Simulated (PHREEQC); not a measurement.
Make-up at 25 °C: 0.44 mmol/kgw CdSO4, 0.1 mmol/kgw CO2 and 3.4 mmol/kgw NaCl. Closed to the air; pH follows from the charge balance.

Equilibrium calculation in PHREEQC: ion-association model, wateq4f.dat.

**Question.** The ionic strength comes out as 0.00491 mol/kgw. What activity coefficients do H+, Na+, CdCl+, Cl-, SO4-2 get?

**Answer.** H+ 0.93, Na+ 0.93, CdCl+ 0.93, Cl- 0.93, SO4-2 0.74.

No solid was allowed to form. Complexes and solids missing from the database can't appear.
